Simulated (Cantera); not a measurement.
Charge: 1 mol FeS2, 0.97 mol H2S, 3.9 mol O2, at 1898.15 K and 3.70 bar.

Equilibrium computed with Cantera from the NASA thermochemical tables; the gas is ideal and each condensed phase is pure. Candidate condensed phases: Fe, FeO, Fe(OH)2, Fe(OH)3, FeS, FeSO4, FeS2, Fe2O3, Fe2(SO4)3, Fe3O4, H2O, H2SO4, S; 22 gas species. The tables' stoichiometric FeO is somewhat more stable than real wüstite, so its field is too wide. FeO: taken at fixed stoichiometry. Kinetics and transport are ignored.

Base state: SO2 0.741, H2O 0.240, SO 0.00889, H2 0.00657, S2 0.00222, S2O 0.000570, H2S 0.000471, SH 0.000215 (mole fractions); condensed: FeO(l).

What changes in the equilibrium state with this change: temperature from 1898.15 K to 1150 K?


```tsv
species	before	after
SO2	0.741	0.721
H2O	0.240	0.247
S2	0.00222	0.0213
SO	0.00889	0.000104
Fe(OH)2	5.84e-5	1.87e-8
OH	9.85e-5	2.20e-9
H	3.30e-5	1.02e-9
S	3.86e-5	1.56e-8
SO3	2.64e-5	4.33e-7
SH	0.000215	1.01e-5
FeO(l), mol	1.000	0
Fe3O4(s), mol	0	0.333
```
Gases not in the tables: S3 to S7.
